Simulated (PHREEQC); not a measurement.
1 kg of water holding 0.43 mol/kgw NaCl and 0.59 mol/kgw NaOH is evaporated at 90 °C; the solids stay in contact with the brine. CO2 from the air is kept out. Solids allowed: Halite. Others were left out.

Base run: PHREEQC, Pitzer model, pitzer.dat. Each further column changes one thing. The table gives water activity.

```
H2O removed (mol)   base  temperature from 90 to 25 °C  temperature from 90 to 75 °C
-----------------  -----  ----------------------------  ----------------------------
0                  0.966                         0.966                         0.966
18.01              0.949                         0.950                         0.949
30.18              0.923                         0.924                         0.923
38.4               0.883                         0.883                         0.883
43.95              0.825                         0.815                         0.822
47.7               0.749                         0.702                         0.737
50.23              0.679                         0.589                         0.639
51.94              0.738                         0.459                         0.592
```

At this temperature some constants are extrapolated from 25 °C, and those without enthalpy data are left unchanged.
